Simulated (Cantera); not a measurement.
Cantera run, input and output.

```python
import numpy as np
import cantera as ct

gas = ct.Solution("gri30.yaml")
gas.TPX = 1000, 1000000, {'CO': 0.0018, 'O2': 0.04, 'H2O': 0.0045, 'N2': 1}
reactor = ct.IdealGasConstPressureReactor(gas, energy="off", clone=False)
net = ct.ReactorNet([reactor])
net.rtol, net.atol = 1e-08, 1e-18
show = ['CO', 'O2', 'H2O', 'O', 'NO', 'H']
times = np.geomspace(3e-06, 10, 9)

steps = ct.SolutionArray(gas, extra=["t"])
rows = []
print(f"{'t/s':>10s}{'T/K':>9s}{'P/Pa':>11s}" + "".join(f"{s:>11s}" for s in show))
for t in times:
    while net.time < t:
        t_next = net.step()
        steps.append(gas.state, t=t_next)
    rows.append([np.interp(t, steps.t, y) for y in (steps.T, steps.P, *steps(*show).X.T)])
    print(f"{t:10.3e}{rows[-1][0]:9.1f}{rows[-1][1]:11.4g}" + "".join(f"{x:11.3e}" for x in rows[-1][2:]))
rate = np.gradient(steps.T, steps.t)
print("integrator steps:", len(steps.t))
if steps.T.max() > steps.T[0] + 200:
    print(f"time of steepest temperature rise: {steps.t[rate.argmax()]:.4e} s")
gas.TPX = 1000, 1000000, {'CO': 0.0018, 'O2': 0.04, 'H2O': 0.0045, 'N2': 1}
gas.equilibrate("TP")
print(f"equilibrium (TP): T = {gas.T:.1f} K  " + "  ".join(f"{s} {gas[s].X[0]:.3e}" for s in show))
```

It prints:

```
       t/s      T/K       P/Pa         CO         O2        H2O          O         NO          H
 3.000e-06   1000.0      1e+06  1.720e-03  3.823e-02  4.301e-03  2.114e-12  2.017e-24  1.889e-16
 1.961e-05   1000.0      1e+06  1.720e-03  3.823e-02  4.301e-03  1.355e-11  9.867e-23  5.034e-15
 1.282e-04   1000.0      1e+06  1.720e-03  3.823e-02  4.301e-03  7.872e-11  4.025e-21  7.263e-14
 8.379e-04   1000.0      1e+06  1.720e-03  3.823e-02  4.301e-03  2.721e-10  1.202e-19  3.280e-13
 5.477e-03   1000.0      1e+06  1.720e-03  3.823e-02  4.301e-03  3.603e-10  2.152e-18  8.235e-13
 3.580e-02   1000.0      1e+06  1.720e-03  3.823e-02  4.301e-03  7.460e-10  9.019e-17  5.475e-12
 2.340e-01   1000.0      1e+06  1.673e-03  3.821e-02  4.301e-03  5.287e-09  1.299e-14  8.697e-11
 1.530e+00   1000.0      1e+06  1.250e-03  3.800e-02  4.301e-03  4.244e-09  3.420e-13  6.316e-11
 1.000e+01   1000.0      1e+06  3.243e-04  3.756e-02  4.304e-03  1.124e-09  2.279e-12  1.100e-11
integrator steps: 595
equilibrium (TP): T = 1000.0 K  CO 1.726e-13  O2 3.739e-02  H2O 4.305e-03  O 9.678e-12  NO 1.463e-05  H 5.685e-16
```

Computed with Cantera and GRI-Mech 3.0 (53 species, 325 reactions).
